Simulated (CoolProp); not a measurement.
A single-stage vapour-compression cycle with R1336mzz(Z): evaporating at 277.15 K (dew point), condensing at 325.15 K (bubble point), superheat 10 K, subcooling 2 K, compressor efficiency 0.8, no pressure losses. Each further row changes one setting.

Computed with CoolProp (reference Helmholtz-energy equation of state, McLinden 2020).

```
case                              cooling COP  pressure ratio  discharge temperature (K)  refrigerating effect (kJ/kg)  volumetric capacity (kJ/m³)
--------------------------------  -----------  --------------  -------------------------  ----------------------------  ---------------------------
as stated                                3.78            6.38                      331.2                           130                          272
evaporating temperature 282.15 K         4.41            5.07                      331.0                           133                          347
condensing temperature 320.15 K          4.36            5.42                      327.1                           136                          285
subcooling 7 K                           3.97            6.38                      331.2                           136                          285
superheat 20 K                           3.88            6.38                      341.3                           138                          279
compressor efficiency 0.7                3.31            6.38                      336.3                           130                          272
```
